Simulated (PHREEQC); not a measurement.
A solution holds 0.019 mol MgCl2, 4.5e-05 mol Na2SO4 and 2.9e-07 mol H4SiO4 per kg of water, at 90 °C. Closed to the air; pH follows from the charge balance.

All values are PHREEQC results (ion-association model, phreeqc.dat), not measurements.

```csv
quantity,before,after
pH,5.69,6.50
MgOH+ (mol/kgw),2.19e-6,1.39e-5
H3SiO4- (mol/kgw),1.27e-10,8.05e-10
SI of Quartz (SiO2),-3.34,-3.34
```

Task: Which change was made?
A. H4SiO4 replaced by K2SiO3 at the same molality
B. Na2SO4 replaced by NaHCO3 at the same molality
C. MgCl2 from 0.019 to 0.0209 mol/kgw
D. temperature from 90 to 45 °C
E. H4SiO4 replaced by Na2SiO3 at the same molality

Result: B, Na2SO4 replaced by NaHCO3 at the same molality

Precipitation was switched off in this run. Constants without temperature data keep their 25 °C values here.
